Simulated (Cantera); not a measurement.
# Equilibrium for calcination and drying: MgCO3 + CO2 + C

A closed system holds: 1 mol MgCO3, 0.012 mol CO2, 0.0084 mol C, equilibrated at 10.0 Torr.

Method: chemical equilibrium by Gibbs-energy minimisation in Cantera with the NASA 1993 tables (ideal gas, pure condensed phases). Candidate condensed phases: C, Mg, MgCO3, MgO; 15 gas species. Kinetics and transport are ignored.

| T (K) | x CO2 | x CO | x O2 | x O | x Mg | n MgO(s) |
|---|---|---|---|---|---|---|
| 1998 | 0.909 | 0.0656 | 0.0243 | 0.000890 | 1.75e-5 | 1.000 |
| 2023 | 0.897 | 0.0738 | 0.0283 | 0.00116 | 2.78e-5 | 1.000 |
| 2048 | 0.883 | 0.0827 | 0.0327 | 0.00150 | 4.39e-5 | 1.000 |
| 2073 | 0.868 | 0.0925 | 0.0374 | 0.00193 | 6.86e-5 | 1.000 |
| 2098 | 0.852 | 0.103 | 0.0425 | 0.00245 | 0.000106 | 1.000 |
| 2123 | 0.834 | 0.115 | 0.0480 | 0.00309 | 0.000163 | 1.000 |
| 2148 | 0.815 | 0.127 | 0.0539 | 0.00388 | 0.000248 | 1.000 |
| 2173 | 0.795 | 0.140 | 0.0601 | 0.00483 | 0.000375 | 1.000 |
| 2198 | 0.773 | 0.154 | 0.0667 | 0.00597 | 0.000561 | 0.999 |
| 2223 | 0.750 | 0.169 | 0.0735 | 0.00734 | 0.000834 | 0.999 |
| 2248 | 0.725 | 0.184 | 0.0807 | 0.00897 | 0.00123 | 0.998 |
| 2273 | 0.699 | 0.200 | 0.0880 | 0.0109 | 0.00180 | 0.998 |
x: gas mole fraction; n: condensed amount in mol.

From 1998 K to 2273 K the condensed part is MgO(s). The main Mg-bearing gas is Mg throughout.
